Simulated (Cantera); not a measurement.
An isothermal, constant-pressure homogeneous reactor starts with NH₃ : H₂ = 1 : 8.9 (molar parts), at 2375 K and 0.257 atm.

Cantera simulation using the gas-phase N/H chemistry of the illustrative SiF4/NH3 mechanism in the Surface Chemkin manual (1991); the numbers are that mechanism's predictions, not measurements. Walls and surfaces, which speed up NH3 decomposition in real reactors, are not modelled.

One state of this run: x NH₃ = 0.0485; x H₂ = 0.923; x NH = 6.82e-5; x H = 0.00439; x N₂H₂ = 1.05e-6; x N = 1.23e-5; x N₂H₄ = 5.17e-9. x: mole fraction; the columns are a selection and need not sum to one.

Which value of t (s) does it belong to?
A) 0.00389
B) 5.90
C) 0.0132
D) 0.000339

A, 0.00389
